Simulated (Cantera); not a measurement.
An adiabatic, constant-volume homogeneous reactor starts with CO : H₂ : O₂ : N₂ = 1 : 0.11 : 0.816 : 3.07 (molar parts), at 1548 K and 5.00 bar. Integrator tolerance rtol = 1e-08.

Detailed kinetics in Cantera: GRI-Mech 3.0 (53 species, 325 reactions). The hydrogen kinetics of GRI-Mech 3.0 are dated; newer H2 mechanisms differ, most at raised pressure.

Problem. What does this change do: pressure from 5.00 bar to 1.60 bar?

Solution. 
```tsv
quantity	before	after
time of steepest temperature rise	6.32 µs	29.5 µs
temperature at 0.200 s	2928 K	2838 K
equilibrium temperature	2928 K	2838 K
x(CO) at 0.200 s	0.0543 (gas-phase equilibrium 0.0543)	0.0625 (gas-phase equilibrium 0.0625)
x(H₂) at 0.200 s	0.000837 (gas-phase equilibrium 0.000837)	0.001000 (gas-phase equilibrium 0.001000)
x(O₂) at 0.200 s	0.0673 (gas-phase equilibrium 0.0673)	0.0709 (gas-phase equilibrium 0.0709)
x(H₂O) at 0.200 s	0.0182 (gas-phase equilibrium 0.0182)	0.0173 (gas-phase equilibrium 0.0173)
x(N₂O) at 0.200 s	3.44e-6 (gas-phase equilibrium 3.44e-6)	1.73e-6 (gas-phase equilibrium 1.73e-6)
x(H) at 0.200 s	0.00124 (gas-phase equilibrium 0.00124)	0.00180 (gas-phase equilibrium 0.00180)
x(NO₂) at 0.200 s	2.30e-5 (gas-phase equilibrium 2.30e-5)	1.28e-5 (gas-phase equilibrium 1.28e-5)
```

Problem. What does this change do: initial temperature 1548 to 1775 K?

Solution. 
| quantity | before | after |
|---|---|---|
| time of steepest temperature rise | 6.32 µs | 5.96 µs |
| temperature at 0.200 s | 2928 K | 2994 K |
| equilibrium temperature | 2928 K | 2994 K |
| x(CO) at 0.200 s | 0.0543 (gas-phase equilibrium 0.0543) | 0.0660 (gas-phase equilibrium 0.0660) |
| x(H₂) at 0.200 s | 0.000837 (gas-phase equilibrium 0.000837) | 0.00101 (gas-phase equilibrium 0.00101) |
| x(O₂) at 0.200 s | 0.0673 (gas-phase equilibrium 0.0673) | 0.0700 (gas-phase equilibrium 0.0700) |
| x(H₂O) at 0.200 s | 0.0182 (gas-phase equilibrium 0.0182) | 0.0169 (gas-phase equilibrium 0.0169) |
| x(N₂O) at 0.200 s | 3.44e-6 (gas-phase equilibrium 3.44e-6) | 3.58e-6 (gas-phase equilibrium 3.58e-6) |
| x(H) at 0.200 s | 0.00124 (gas-phase equilibrium 0.00124) | 0.00177 (gas-phase equilibrium 0.00177) |
| x(NO₂) at 0.200 s | 2.30e-5 (gas-phase equilibrium 2.30e-5) | 2.33e-5 (gas-phase equilibrium 2.33e-5) |
Above 3000 K some thermodynamic fits are extrapolated.

Problem. What does this change do: N2 3.07 to 8.1 parts?

Solution. 
| quantity | before | after |
|---|---|---|
| time of steepest temperature rise | 6.32 µs | 12.8 µs |
| temperature at 0.200 s | 2928 K | 2484 K |
| equilibrium temperature | 2928 K | 2484 K |
| x(CO) at 0.200 s | 0.0543 (gas-phase equilibrium 0.0543) | 0.00743 (gas-phase equilibrium 0.00743) |
| x(H₂) at 0.200 s | 0.000837 (gas-phase equilibrium 0.000837) | 0.000131 (gas-phase equilibrium 0.000131) |
| x(O₂) at 0.200 s | 0.0673 (gas-phase equilibrium 0.0673) | 0.0263 (gas-phase equilibrium 0.0263) |
| x(H₂O) at 0.200 s | 0.0182 (gas-phase equilibrium 0.0182) | 0.0106 (gas-phase equilibrium 0.0106) |
| x(N₂O) at 0.200 s | 3.44e-6 (gas-phase equilibrium 3.44e-6) | 1.31e-6 (gas-phase equilibrium 1.31e-6) |
| x(H) at 0.200 s | 0.00124 (gas-phase equilibrium 0.00124) | 9.79e-5 (gas-phase equilibrium 9.79e-5) |
| x(NO₂) at 0.200 s | 2.30e-5 (gas-phase equilibrium 2.30e-5) | 7.26e-6 (gas-phase equilibrium 7.26e-6) |
